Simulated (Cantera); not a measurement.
An isothermal, constant-pressure homogeneous reactor starts with NO : N2 = 1 : 1.7 (molar parts), at 2000 K and 0.0132 atm. Integrator tolerance rtol = 1e-08.

Computed with Cantera and GRI-Mech 3.0 (53 species, 325 reactions). Radical loss at walls, strong at low pressure, is not modelled.

Q: What does this change do: pressure from 0.0132 atm to 0.987 atm?

A: 
```json
[
 {"quantity": "x(NO) at 50.0 s", "before": "0.0183 (gas-phase equilibrium 0.00722)", "after": "0.00725 (gas-phase equilibrium 0.00725)"},
 {"quantity": "x(N2O) at 50.0 s", "before": "1.11e-7 (gas-phase equilibrium 4.75e-8)", "after": "4.14e-7 (gas-phase equilibrium 4.14e-7)"},
 {"quantity": "x(NO2) at 50.0 s", "before": "3.31e-6 (gas-phase equilibrium 1.33e-6)", "after": "1.16e-5 (gas-phase equilibrium 1.16e-5)"},
 {"quantity": "x(N2) at 50.0 s", "before": "0.805 (gas-phase equilibrium 0.810)", "after": "0.811 (gas-phase equilibrium 0.811)"},
 {"quantity": "x(O) at 50.0 s", "before": "0.00244 (gas-phase equilibrium 0.00247)", "after": "0.000287 (gas-phase equilibrium 0.000287)"},
 {"quantity": "x(O2) at 50.0 s", "before": "0.175 (gas-phase equilibrium 0.180)", "after": "0.181 (gas-phase equilibrium 0.181)"}
]
```

Q: What does this change do: temperature 2000 to 1848 K?

A: 
| quantity | before | after |
|---|---|---|
| x(NO) at 50.0 s | 0.0183 (gas-phase equilibrium 0.00722) | 0.243 (gas-phase equilibrium 0.00463) |
| x(N2O) at 50.0 s | 1.11e-7 (gas-phase equilibrium 4.75e-8) | 1.74e-5 (gas-phase equilibrium 3.10e-8) |
| x(NO2) at 50.0 s | 3.31e-6 (gas-phase equilibrium 1.33e-6) | 3.40e-5 (gas-phase equilibrium 1.13e-6) |
| x(N2) at 50.0 s | 0.805 (gas-phase equilibrium 0.810) | 0.693 (gas-phase equilibrium 0.812) |
| x(O) at 50.0 s | 0.00244 (gas-phase equilibrium 0.00247) | 0.000443 (gas-phase equilibrium 0.000705) |
| x(O2) at 50.0 s | 0.175 (gas-phase equilibrium 0.180) | 0.0633 (gas-phase equilibrium 0.182) |
